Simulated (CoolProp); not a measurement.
Propylene at 293.15 K and 5.97 MPa flows at 5.5 m/s in a round tube of 2 mm bore and 0.25 µm roughness, fully developed (64/Re and Nu = 3.66 if laminar; Colebrook and Gnielinski if turbulent). Each further row changes one setting.

Model: reference Helmholtz-energy equation of state, Lemmon 2013, in CoolProp.

```csv
case,Reynolds number,Darcy friction factor,pressure drop (Pa/m),heat-transfer coefficient (W/(m² K)),mass flow (kg/h)
as stated,53900,0.0210,83900,12700,32.9
velocity 11 m/s,108000,0.0184,294000,22900,65.7
diameter 4 mm,108000,0.0181,36100,11300,131
```

Viscosity comes from a separate model (Huber 2003), an estimate that may be off by 10 % or more. Thermal conductivity comes from a separate model (Huber 2003), an estimate that may be off by 10 % or more.
